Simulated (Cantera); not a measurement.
# Equilibrium for calcination and drying: Mg(OH)2 + H2O + H2

Input: 1 mol Mg(OH)2, 0.75 mol H2O, 0.69 mol H2, equilibrated at 0.100 bar.

Equilibrium computed with Cantera from the NASA thermochemical tables; the gas is ideal and each condensed phase is pure. Candidate condensed phases: H2O, Mg, MgO, Mg(OH)2; 15 gas species. The numbers say what is thermodynamically allowed, not how fast it happens.

From 350 °C to 1850 °C the condensed part is MgO(s).

| T (°C) | x H2O | x H2 | x H | x OH | n MgO(s) |
|---|---|---|---|---|---|
| 350 | 0.717 | 0.283 | <1e-12 | <1e-12 | 1.00 |
| 500 | 0.717 | 0.283 | 1.53e-12 | <1e-12 | 1.00 |
| 650 | 0.717 | 0.283 | 4.11e-10 | 1.21e-12 | 1.00 |
| 800 | 0.717 | 0.283 | 2.36e-8 | 2.23e-10 | 1.00 |
| 950 | 0.717 | 0.283 | 5.06e-7 | 1.16e-8 | 1.00 |
| 1100 | 0.717 | 0.283 | 5.60e-6 | 2.54e-7 | 1.00 |
| 1250 | 0.717 | 0.283 | 3.89e-5 | 3.04e-6 | 1.00 |
| 1400 | 0.717 | 0.283 | 0.000191 | 2.34e-5 | 1.000 |
| 1550 | 0.717 | 0.282 | 0.000728 | 0.000129 | 1.000 |
| 1700 | 0.716 | 0.281 | 0.00226 | 0.000546 | 1.000 |
| 1850 | 0.712 | 0.279 | 0.00600 | 0.00189 | 0.999 |
x: gas mole fraction; n: condensed amount in mol.
